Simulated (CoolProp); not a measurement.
CH3F (R41) along the isobar 1.01 bar: density (kg/m³) from the reference equation and from simpler models built on Tc = 317.3 K, pc = 59.06 bar, ω = 0.200; each cubic takes its own stable root.

Values from CoolProp's reference Helmholtz-energy equation of state, Lemmon 2006. It is a short technical equation, of lower accuracy than the large ones.

```tsv
T (K)	phase	reference	van der Waals	Redlich-Kwong	Peng-Robinson
173	liquid	925.2	2.440	?	?
180.4	liquid	910.6	?	708.2	814.0
187.7	liquid	895.8	2.241	2.259	802.0
202.4	gas	2.118	2.073	2.085	2.091
209.7	gas	2.034	1.998	2.009	?
217.1	gas	1.956	1.928	1.937	1.941
224.4	gas	1.886	1.864	1.871	1.875
231.8	gas	1.821	1.803	1.809	1.813
239.1	gas	1.761	1.746	1.752	1.755
246.5	gas	1.705	1.693	1.697	1.700
253.8	gas	1.653	1.643	1.647	1.649
261.1	gas	1.604	1.596	1.600	1.602
268.5	gas	1.558	1.552	1.554	1.556
275.8	gas	1.515	1.510	1.512	1.514
```

Q: What belongs in the gaps?

A: 
- 173, Redlich-Kwong: 720.1
- 173, Peng-Robinson: 825.5
- 180.4, van der Waals: 2.336
- 209.7, Peng-Robinson: 2.014

At some of these states van der Waals, Redlich-Kwong gives the other phase, because its saturation line lies elsewhere.
